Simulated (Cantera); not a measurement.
A freely propagating, adiabatic, planar premixed flame of H2 : O2 : N2 = 1 : 0.2 : 0.752 (molar parts), equivalence ratio 2.5, unburnt at 550 K and 17000 Pa; mixture-averaged transport, grid criteria slope 0.08 and curve 0.16, no radiation.

Computed with Cantera and the H2/O2 subset of GRI-Mech 3.0, which has no nitrogen chemistry. Burning velocities carry a grid error of a few per cent, more on coarse grids.

### Question
How do the results move with these cheaper or finer settings: unity-Lewis-number transport; multicomponent transport; multicomponent+Soret transport; grid criteria slope 0.5, curve 1; grid criteria slope 0.25, curve 0.5; grid criteria slope 0.03, curve 0.06?

### Answer
| setting | laminar burning velocity | thermal thickness | peak x(O) | peak x(H2O2) | grid points |
|---|---|---|---|---|---|
| as above | 586 cm/s | 4.50 mm | 0.00311 | 1.22e-6 | 157 |
| unity-Lewis-number transport | 354 cm/s | 4.00 mm | 0.00204 | 9.25e-7 | 142 |
| multicomponent transport | 570 cm/s | 4.54 mm | 0.00301 | 1.24e-6 | 157 |
| multicomponent+Soret transport | 554 cm/s | 4.47 mm | 0.00301 | 1.29e-6 | 157 |
| grid criteria slope 0.5, curve 1 | 704 cm/s | 6.31 mm | 0.00264 | 1.04e-6 | 58 |
| grid criteria slope 0.25, curve 0.5 | 621 cm/s | 5.14 mm | 0.00290 | 1.13e-6 | 79 |
| grid criteria slope 0.03, curve 0.06 | 578 cm/s | 4.37 mm | 0.00316 | 1.25e-6 | 311 |
Unity Lewis numbers drop preferential diffusion, which matters most where H2 and H carry the flame; Soret adds thermal diffusion.
